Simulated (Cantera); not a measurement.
A closed system holds: 1 mol V, 1 mol N2O, 2 mol N2, 0.54 mol NH3, equilibrated at 10000 Pa.

Method: chemical equilibrium by Gibbs-energy minimisation in Cantera with the NASA 1993 tables (ideal gas, pure condensed phases). Candidate condensed phases: H2O, V, VN, VO, V2O3, V2O4, V2O5; 28 gas species. Mutual solubility and eutectic melting of coexisting phases are not modelled. VN: taken at fixed stoichiometry. Condensed phases not in the tables: the oxides between V2O3 and V2O5 other than VO2, V2N. The numbers say what is thermodynamically allowed, not how fast it happens. All values below are at 1525 K.

Base state: N2 0.793, H2 0.206, H2O 0.000974, H 3.40e-5 (mole fractions); condensed: VN(s) + V2O3(s).

Problem. What changes in the equilibrium state with this change: N2O from 1 to 8.4 mol?

Solution. 
| species | before | after |
|---|---|---|
| N2 | 0.793 | 0.747 |
| O2 | <1e-9 | 0.195 |
| H2O | 0.000974 | 0.0567 |
| H2 | 0.206 | 1.07e-6 |
| NO | <1e-9 | 0.00129 |
| OH | 4.98e-9 | 0.000127 |
| H | 3.40e-5 | 7.73e-8 |
| VN(s), mol | 0.336 | 0 |
| V2O3(s), mol | 0.332 | 0 |
| V2O4(s), mol | 0 | 0.500 |
Condensed phases not in the tables: the oxides between V2O3 and V2O5 other than VO2.
